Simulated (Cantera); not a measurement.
An isothermal, constant-pressure homogeneous reactor starts with 10.7 % H2, 89.3 % O2, equivalence ratio 0.060, at 1348 K and 3700 Pa.

Model: GRI-Mech 3.0 (53 species, 325 reactions), integrated in Cantera. Radical loss at walls, strong at low pressure, is not modelled. The temperature is held fixed by assumption; the heat of reaction is taken as removed at once.

x: mole fraction; the columns are a selection and need not sum to one.

| t (s) | x H2 | x O2 | x H | x H2O2 | x OH |
|---|---|---|---|---|---|
| 1.00e-5 | 0.107 | 0.893 | 2.23e-8 | 1.13e-11 | 1.00e-8 |
| 2.82e-5 | 0.107 | 0.893 | 7.66e-8 | 8.88e-11 | 6.07e-8 |
| 7.95e-5 | 0.107 | 0.893 | 1.04e-6 | 6.94e-10 | 9.85e-7 |
| 0.000224 | 0.104 | 0.891 | [?] | [?] | [?] |
| 0.000631 | 0.00330 | 0.819 | 0.0208 | 3.65e-7 | 0.00969 |
| 0.00178 | 0.00258 | 0.835 | 0.0140 | 3.67e-7 | 0.00867 |
| 0.00502 | 0.00138 | 0.860 | 0.00503 | 3.41e-7 | 0.00640 |
| 0.0141 | 0.000359 | 0.880 | 0.000640 | 2.22e-7 | 0.00329 |
| 0.0399 | 5.74e-5 | 0.885 | 4.06e-5 | 9.49e-8 | 0.00132 |
| 0.112 | [?] | 0.886 | [?] | [?] | [?] |
| 0.317 | 1.89e-6 | 0.887 | 2.49e-7 | 1.16e-8 | 0.000243 |
| 0.893 | 4.84e-7 | 0.887 | 3.24e-8 | 4.19e-9 | 0.000123 |
| 2.52 | 1.74e-7 | 0.887 | 7.02e-9 | 1.98e-9 | 7.40e-5 |
| 7.10 | 1.25e-7 | 0.887 | 4.32e-9 | 1.61e-9 | 6.29e-5 |
| 20.0 | 1.24e-7 | 0.887 | 4.27e-9 | 1.60e-9 | 6.26e-5 |

Problem. Some entries are withheld; supply them.

Solution. 
- 0.000224, x H: 0.00102
- 0.000224, x H2O2: 1.65e-8
- 0.000224, x OH: 0.000964
- 0.112, x H2: 9.33e-6
- 0.112, x H: 2.69e-6
- 0.112, x H2O2: 3.38e-8
- 0.112, x OH: 0.000537
